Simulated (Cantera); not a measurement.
An isothermal, constant-pressure homogeneous reactor starts with H2 : O2 : N2 = 1.1 : 1 : 1.9 (molar parts), at 1100 K and 0.829 atm.

Model: the H2/O2 subset of GRI-Mech 3.0, which has no nitrogen chemistry, integrated in Cantera. The temperature is held fixed by assumption; the heat of reaction is taken as removed at once.

x: mole fraction; the columns are a selection and need not sum to one.

| t (s) | x H2 | x O2 | x H | x HO2 | x OH | x H2O2 | x H2O |
|---|---|---|---|---|---|---|---|
| 1.00e-5 | 0.275 | 0.250 | 1.52e-8 | 9.99e-9 | 1.30e-9 | 2.08e-11 | 1.80e-8 |
| 6.47e-5 | 0.253 | 0.240 | 0.00874 | 0.000127 | 0.00102 | 2.80e-6 | 0.0187 |
| 0.000419 | … | 0.135 | … | 0.000122 | … | … | 0.307 |
| 0.00271 | 0.00573 | 0.133 | 2.94e-6 | 7.87e-5 | 1.24e-5 | 5.44e-5 | 0.312 |
| 0.0176 | 0.00101 | 0.131 | 2.11e-7 | 2.34e-5 | 4.76e-6 | 5.90e-6 | 0.318 |
| 0.114 | 6.75e-5 | 0.130 | 3.13e-9 | 2.29e-6 | 9.51e-7 | 6.96e-8 | 0.319 |
| 0.737 | 3.33e-7 | 0.130 | 1.13e-11 | 2.27e-8 | 5.67e-7 | 3.57e-10 | 0.319 |
| 4.77 | 1.28e-9 | 0.130 | 1.01e-12 | 4.77e-9 | 1.13e-6 | 9.50e-10 | 0.319 |
| 30.9 | 1.28e-9 | 0.130 | 1.02e-12 | 4.77e-9 | 1.13e-6 | 9.54e-10 | 0.319 |
| 200 | 1.28e-9 | 0.130 | 1.02e-12 | 4.77e-9 | 1.13e-6 | 9.54e-10 | 0.319 |

**Question.** What belongs in the gaps?

**Answer.** 
- 0.000419, x H2: 0.00994
- 0.000419, x H: 1.36e-5
- 0.000419, x OH: 3.46e-5
- 0.000419, x H2O2: 4.94e-5
